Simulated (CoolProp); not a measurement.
Carbon monoxide along the isotherm -130.25 °C: fugacity coefficient from the reference equation and from simpler models built on Tc = -140.3 °C, pc = 3.498 MPa, ω = 0.050; each cubic takes its own stable root.

Values from CoolProp's reference Helmholtz-energy equation of state, Lemmon 2006. It is a short technical equation, of lower accuracy than the large ones.

| p (MPa) | phase | reference |
|---|---|---|
| 0.117 | gas | 0.9910 |
| 0.233 | gas | 0.9822 |
| 0.35 | gas | 0.9732 |
| 0.466 | gas | 0.9644 |
| 0.583 | gas | 0.9556 |
| 0.7 | gas | 0.9468 |
| 0.816 | gas | 0.9381 |
| 0.933 | gas | 0.9293 |
| 1.05 | gas | 0.9206 |
| 1.17 | gas | 0.9116 |
| 1.28 | gas | 0.9035 |
| 1.4 | gas | 0.8946 |
| 1.52 | gas | 0.8858 |
| 1.63 | gas | 0.8777 |
| 1.75 | gas | 0.8689 |

**Question.** How far does each simpler model (van der Waals, Redlich-Kwong, Soave-Redlich-Kwong, Peng-Robinson) lie from the reference over these 15 states: mean and median of the absolute difference, and the worst?

**Answer.** 
- van der Waals: mean 0.5 %, median 0.5 %, worst +0.9 % at -130.25 °C and 1.75 MPa
- Redlich-Kwong: mean 0.2 %, median 0.2 %, worst -0.3 % at -130.25 °C and 1.75 MPa
- Soave-Redlich-Kwong: mean 0.1 %, median 0.1 %, worst -0.2 % at -130.25 °C and 1.75 MPa
- Peng-Robinson: mean 1.1 %, median 1.1 %, worst -1.9 % at -130.25 °C and 1.75 MPa
